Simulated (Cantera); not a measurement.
Reactions in the system H-N-O-P

Standard-state values (1 bar) from the NASA 1993 polynomials, evaluated with Cantera. Values are per mole of reaction as written; species without (g) are pure solids or liquids, kept so even where they would boil at 1 bar.

10 H₂O₂(g) + 2 P₂(g) → 10 H₂O(g) + P₄O₁₀

```tsv
T (K)	ΔH° (kJ)	ΔS° (J/K)	ΔG° (kJ)	log10 K
300	-4352.4	-664.1	-4153.1	723.11
375	-4347.5	-649.7	-4103.9	571.63
400	-4345.7	-645.1	-4087.7	533.79
425	-4343.9	-640.7	-4071.6	500.41
450	-4342.0	-636.4	-4055.6	470.76
475	-4340.1	-632.2	-4039.8	444.24
500	-4338.1	-628.1	-4024.0	420.38
525	-4336.0	-624.1	-4008.4	398.80
550	-4333.9	-620.1	-3992.8	379.20
```

2 NH₃(g) + P₂(g) + O₂(g) → 2 PH₃(g) + 2 NO(g)

```json
[
 {"T (K)": "300", "ΔH° (kJ)": "141.6", "ΔS° (J/K)": "33.3", "ΔG° (kJ)": "131.6", "log10 K": "-22.92"},
 {"T (K)": "375", "ΔH° (kJ)": "141.7", "ΔS° (J/K)": "33.6", "ΔG° (kJ)": "129.1", "log10 K": "-17.99"},
 {"T (K)": "400", "ΔH° (kJ)": "141.8", "ΔS° (J/K)": "33.8", "ΔG° (kJ)": "128.3", "log10 K": "-16.75"},
 {"T (K)": "425", "ΔH° (kJ)": "141.9", "ΔS° (J/K)": "34.0", "ΔG° (kJ)": "127.4", "log10 K": "-15.66"},
 {"T (K)": "450", "ΔH° (kJ)": "141.9", "ΔS° (J/K)": "34.1", "ΔG° (kJ)": "126.6", "log10 K": "-14.69"},
 {"T (K)": "475", "ΔH° (kJ)": "142.0", "ΔS° (J/K)": "34.3", "ΔG° (kJ)": "125.7", "log10 K": "-13.83"},
 {"T (K)": "500", "ΔH° (kJ)": "142.1", "ΔS° (J/K)": "34.5", "ΔG° (kJ)": "124.9", "log10 K": "-13.04"},
 {"T (K)": "525", "ΔH° (kJ)": "142.2", "ΔS° (J/K)": "34.7", "ΔG° (kJ)": "124.0", "log10 K": "-12.34"},
 {"T (K)": "550", "ΔH° (kJ)": "142.4", "ΔS° (J/K)": "35.0", "ΔG° (kJ)": "123.1", "log10 K": "-11.69"}
]
```
